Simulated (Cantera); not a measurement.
Adiabatic ignition

An adiabatic, constant-pressure homogeneous reactor starts with CH₃OH : O₂ : N₂ = 1 : 3.06 : 11.5 (molar parts), at 1600 K and 270000 Pa.

Model: GRI-Mech 3.0 (53 species, 325 reactions), integrated in Cantera. GRI-Mech 3.0 was tuned for natural gas; its chemistry of methanol as a main component is partial and can be far from experiment.

```tsv
t (s)	T (K)	x CH₃OH	x O₂	x H₂O	x C₂H₂	x HCO
8.00e-6	1600	0.0636	0.196	0.000325	1.38e-10	5.24e-8
2.33e-5	1609	0.0587	0.193	0.00339	8.77e-10	1.67e-6
6.76e-5	2281	<1e-12	0.0971	0.103	<1e-12	3.24e-8
0.000196	2537	<1e-12	0.0952	0.116	<1e-12	1.46e-9
0.000571	2538	<1e-12	0.0948	0.116	<1e-12	1.36e-9
0.00166	2535	<1e-12	0.0937	0.116	<1e-12	1.32e-9
0.00482	2528	<1e-12	0.0914	0.116	<1e-12	1.25e-9
0.0140	2520	<1e-12	0.0889	0.116	<1e-12	1.18e-9
0.0407	2518	<1e-12	0.0884	0.116	<1e-12	1.17e-9
0.118	2518	<1e-12	0.0884	0.116	<1e-12	1.17e-9
0.344	2518	<1e-12	0.0884	0.116	<1e-12	1.17e-9
1.00	2518	<1e-12	0.0884	0.116	<1e-12	1.17e-9
```
x: mole fraction; the columns are a selection and need not sum to one.

- time of steepest temperature rise: 53.3 µs
- temperature at 1.00 s: 2518 K
- equilibrium temperature: 2518 K
- x(CH₃OH) at 1.00 s: <1e-12 (gas-phase equilibrium <1e-12)
- x(O₂) at 1.00 s: 0.0884 (gas-phase equilibrium 0.0884)
- x(H₂O) at 1.00 s: 0.116 (gas-phase equilibrium 0.116)
